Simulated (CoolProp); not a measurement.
Methane along the isotherm 204.7 K: fugacity coefficient from the reference equation and from simpler models built on Tc = 190.6 K, pc = 45.99 bar, ω = 0.011; each cubic takes its own stable root.

Values from CoolProp's reference Helmholtz-energy equation of state, Setzmann 1991.

```tsv
p (bar)	phase	reference	van der Waals	Redlich-Kwong	Peng-Robinson
5.31	gas	0.9690	0.9713	0.9683	0.9643
10.6	gas	0.9385	0.9429	0.9371	0.9295
15.9	gas	0.9083	0.9145	0.9063	0.8954
21.2	gas	0.8783	0.8862	0.8759	0.8620
26.5	gas	0.8485	0.8579	0.8458	0.8292
31.8	gas	0.8190	0.8296	0.8159	0.7970
37.1	gas	0.7895	0.8010	0.7864	0.7654
42.5	gas	0.7595	0.7717	0.7564	0.7336
47.8	supercritical	0.7301	0.7423	0.7270	0.7028
53.1	supercritical	0.7004	0.7120	0.6976	0.6722
58.4	supercritical	0.6703	0.6802	0.6680	0.6419
63.7	supercritical	0.6398	0.6478	0.6384	0.6120
69	supercritical	0.6096	0.6178	0.6097	0.5832
```
